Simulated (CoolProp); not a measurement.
Saturation properties of propylene.

Values from CoolProp's reference Helmholtz-energy equation of state, Lemmon 2013.

```json
[
 {"T (°C)": "-52.35", "p (kPa)": "81.28", "vapour density (kg/m³)": "1.922", "enthalpy of vaporisation (kJ/kg)": "444.1", "liquid conductivity (mW/(m K))": "148"},
 {"T (°C)": "-45.75", "p (kPa)": "110.2", "vapour density (kg/m³)": "2.551", "enthalpy of vaporisation (kJ/kg)": "436.8", "liquid conductivity (mW/(m K))": "145"},
 {"T (°C)": "-39.25", "p (kPa)": "146.0", "vapour density (kg/m³)": "3.314", "enthalpy of vaporisation (kJ/kg)": "429.4", "liquid conductivity (mW/(m K))": "142"},
 {"T (°C)": "-32.75", "p (kPa)": "190.1", "vapour density (kg/m³)": "4.241", "enthalpy of vaporisation (kJ/kg)": "421.7", "liquid conductivity (mW/(m K))": "139"},
 {"T (°C)": "-26.15", "p (kPa)": "244.7", "vapour density (kg/m³)": "5.374", "enthalpy of vaporisation (kJ/kg)": "413.6", "liquid conductivity (mW/(m K))": "136"},
 {"T (°C)": "-19.65", "p (kPa)": "309.4", "vapour density (kg/m³)": "6.705", "enthalpy of vaporisation (kJ/kg)": "405.3", "liquid conductivity (mW/(m K))": "133"},
 {"T (°C)": "-13.05", "p (kPa)": "387.5", "vapour density (kg/m³)": "8.303", "enthalpy of vaporisation (kJ/kg)": "396.4", "liquid conductivity (mW/(m K))": "130"},
 {"T (°C)": "-6.55", "p (kPa)": "477.9", "vapour density (kg/m³)": "10.15", "enthalpy of vaporisation (kJ/kg)": "387.3", "liquid conductivity (mW/(m K))": "127"},
 {"T (°C)": "0.05", "p (kPa)": "585.0", "vapour density (kg/m³)": "12.35", "enthalpy of vaporisation (kJ/kg)": "377.5", "liquid conductivity (mW/(m K))": "124"},
 {"T (°C)": "6.55", "p (kPa)": "706.8", "vapour density (kg/m³)": "14.86", "enthalpy of vaporisation (kJ/kg)": "367.3", "liquid conductivity (mW/(m K))": "120"},
 {"T (°C)": "13.05", "p (kPa)": "846.4", "vapour density (kg/m³)": "17.78", "enthalpy of vaporisation (kJ/kg)": "356.6", "liquid conductivity (mW/(m K))": "117"},
 {"T (°C)": "19.65", "p (kPa)": "1008", "vapour density (kg/m³)": "21.20", "enthalpy of vaporisation (kJ/kg)": "344.9", "liquid conductivity (mW/(m K))": "114"},
 {"T (°C)": "26.15", "p (kPa)": "1188", "vapour density (kg/m³)": "25.12", "enthalpy of vaporisation (kJ/kg)": "332.7", "liquid conductivity (mW/(m K))": "111"}
]
```

It boils at -47.6 °C under 1 atm.

Thermal conductivity comes from a separate model (Huber 2003), an estimate that may be off by 10 % or more.
